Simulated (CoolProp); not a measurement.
C3F8 (R218) at several states: density (kg/m³) from the reference equation and from simpler models built on Tc = 345.0 K, pc = 2640 kPa, ω = 0.317; each cubic takes its own stable root.

Computed with CoolProp (reference Helmholtz-energy equation of state, Lemmon 2006). It is a short technical equation, of lower accuracy than the large ones.

```csv
T (K),p (kPa),phase,reference,van der Waals,Redlich-Kwong,Soave-Redlich-Kwong,Peng-Robinson
342.9,262,gas,17.89,17.83,17.91,17.91,17.98
356.7,1440,gas,112.2,110.5,112.9,112.2,114.8
152.3,9670,liquid,1929,1208,1768,1799,2015
```
